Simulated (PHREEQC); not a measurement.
0.05 g of hydrous ferric oxide (600 m²/g; 0.2 weak and 0.005 strong sites per Fe, Dzombak-Morel constants, diffuse double layer) in 1 kg of water with 0.005 mol/kgw of an inert sodium salt and 1.1e-06 mol MnCl2, at 25 °C; the pH is set by adding NaOH or the inert anion's acid. The system is closed to oxygen. CO2 from the air is kept out. No solid was allowed to form.

Model: ion-association model, wateq4f.dat, run in PHREEQC.

Predict surface charge σ (C/m²), surface potential ψ (mV) at pH = 3.38, 5.25, 5.62, 6, 7.12.


| pH | surface charge σ (C/m²) | surface potential ψ (mV) |
|---|---|---|
| 3.38 | 0.257 | 210 |
| 5.25 | 0.074 | 148 |
| 5.62 | 0.053 | 132 |
| 6 | 0.038 | 114 |
| 7.12 | 0.011 | 56 |

Complexes and solids missing from the database can't appear. The oxide is taken as insoluble; below pH 4 it would dissolve.
